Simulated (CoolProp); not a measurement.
The fluid at 298.15 K and 0.204 MPa is throttled through a valve to 0.038 MPa with no heat exchange. The same conditions are run with several fluids, on thermodynamics alone (safety and materials aside).

Model: reference Helmholtz-energy equation of state of each fluid (CH2F2 (R32): Tillner-Roth 1997; sulfur hexafluoride: Guder 2009; ethylene: Smukala 2000; chloromethane (R40): Thol 2014; oxygen: Schmidt 1985), in CoolProp.

**Question.** Rank CH2F2 (R32), sulfur hexafluoride, ethylene, chloromethane (R40), oxygen by temperature change (K), highest first.

**Answer.** oxygen (-0.4), sulfur hexafluoride (-1.6), ethylene (-1.7), CH2F2 (R32) (-4.3), chloromethane (R40) (-6.4)

```json
[
 {"fluid": "CH2F2 (R32)", "final density (kg/m³)": "0.813"},
 {"fluid": "sulfur hexafluoride", "final density (kg/m³)": "2.26"},
 {"fluid": "ethylene", "final density (kg/m³)": "0.433"},
 {"fluid": "chloromethane (R40)", "final density (kg/m³)": "0.796"},
 {"fluid": "oxygen", "final density (kg/m³)": "0.491"}
]
```
